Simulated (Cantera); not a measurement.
Charge: 1 mol Si2H6, 0.11 mol HCl, 5.1 mol N2, equilibrated at 0.390 bar.

Cantera equilibrium calculation (NASA polynomials, part measured and part estimated; ideal gas, pure solids and liquids). Candidate condensed phases: NH4Cl, Si, Si3N4; 28 gas species. The feed counts by its element totals alone. N2 is the only nitrogen source here; it is nearly inert below about 1500 K, so the nitride shown seldom forms there in practice. Kinetics and transport are ignored.

Over these rows the condensed part is Si3N4(s). Partial pressures as log10 of bar:

```
T (K)  1000/T (1/K)  log p SiCl2  log p N2  log p H2  log p HCl
-----  ------------  -----------  --------  --------  ---------
1275         0.7843        -7.18     -0.67     -0.77      -2.20
1350         0.7407        -6.58     -0.67     -0.77      -2.20
1425         0.7018            ?     -0.67     -0.77      -2.21
1500         0.6667        -5.57     -0.67     -0.77      -2.21
1575         0.6349        -5.14     -0.67     -0.77      -2.21
1650         0.6061        -4.76     -0.67     -0.77      -2.21
```

Q: Fit log p(SiCl2) = a + b·(1000/T) to the five rows, give the apparent enthalpy, and predict the row at 1425 K.

A: Means: 1000/T = 0.6865, log p = -5.846. Sxy = -0.299457, Sxx = 0.0220212, so b = -13.60 and a = -5.846 − (-13.60)×0.6865 = 3.49.
Apparent enthalpy: −19.145 × (-13.60) = 260 kJ/mol. With the condensed phases at unit activity, 1/3 Si3N4(s) + 2 HCl(g) = SiCl2(g) + 2/3 N2(g) + H2(g) links this pressure to the main gases: over the six rows their terms move log p by -0.02 in all, so the slope is close to that reaction's ΔH°. The five rows lie within 0.01 of the line.
Prediction at 1425 K: 3.49 + (-13.60)×0.7018 = -6.05. The computed value is -6.05, 0.00 from the line.
